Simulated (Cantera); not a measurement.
A perfectly stirred reactor is fed with 13.2 % CH4, 1.22 % C2H6, 18.0 % O2, 67.6 % N2, equivalence ratio 1.7, at 1.30 bar; it is adiabatic with a 625 K inlet, and is followed from long to short residence time, starting on the burning branch (τ in s: 0.47, 0.17, 0.062, 0.023, 0.0082, 0.003, 0.0011, 0.0004, 0.00015, 5.3e-05, 1.9e-05).

Computed with Cantera and GRI-Mech 3.0 (53 species, 325 reactions).

One state of this run: T (K) = 1979; x CH4 = 0.00668; x C2H6 = 4.33e-5; x O2 = 0.00532; x C2H4 = 0.000331; x H2O2 = 1.28e-7; x CH3 = 0.00169. x: mole fraction; the columns are a selection and need not sum to one.

Q: Which value of τ (s) does it belong to?
A. 0.0082
B. 5.3e-5
C. 0.00015
D. 0.0011

A: D, 0.0011
